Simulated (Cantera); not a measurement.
# Low-pressure radical oxidation in H2/O2

An isothermal, constant-pressure homogeneous reactor starts with 0.703 % H₂, 96.3 % O₂, 2.99 % H₂O, equivalence ratio 0.0037, at 1323 K and 0.0132 atm.

Detailed kinetics in Cantera: the H2/O2 subset of GRI-Mech 3.0, which has no nitrogen chemistry. Radical loss at walls, strong at low pressure, is not modelled.

```tsv
t (s)	x H₂	x O₂	x H₂O	x H₂O₂	x H
0.000500	0.00703	0.963	0.0299	1.46e-11	4.43e-9
0.00136	0.00703	0.963	0.0299	9.65e-11	2.76e-8
0.00370	0.00697	0.963	0.0299	6.07e-10	2.86e-6
0.0100	0.000135	0.957	0.0357	3.56e-8	0.000329
0.0273	8.99e-5	0.957	0.0359	3.35e-8	0.000279
0.0743	6.95e-5	0.959	0.0360	3.05e-8	0.000189
0.202	3.92e-5	0.960	0.0363	2.41e-8	7.94e-5
0.549	1.40e-5	0.962	0.0367	1.48e-8	1.69e-5
1.49	3.45e-6	0.963	0.0368	6.69e-9	2.06e-6
4.06	7.64e-7	0.963	0.0369	2.42e-9	2.15e-7
11.0	1.88e-7	0.963	0.0370	8.27e-10	2.63e-8
30.0	6.30e-8	0.963	0.0370	3.56e-10	5.12e-9
```
x: mole fraction; the columns are a selection and need not sum to one.

Equilibrium at this temperature and pressure: H₂ 4.26e-8, O₂ 0.963, H₂O 0.0370, H₂O₂ 2.73e-10, H 2.85e-9 (gas phase only).
